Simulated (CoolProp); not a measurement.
Computed with CoolProp (reference Helmholtz-energy equation of state, Thol 2016).

**Question.** For hexamethyldisiloxane (MM), give the phase and the density (kg/m³), cp (kJ/(kg K)), speed of sound (m/s) at 570.9 K and 5.52 MPa; 570.9 K and 9.66 MPa; 570.9 K and 17.9 MPa.

**Answer.** 
- 570.9 K and 5.52 MPa: supercritical; density 400, cp 2.73, speed of sound 194
- 570.9 K and 9.66 MPa: supercritical; density 476, cp 2.53, speed of sound 319
- 570.9 K and 17.9 MPa: supercritical; density 538, cp 2.45, speed of sound 462
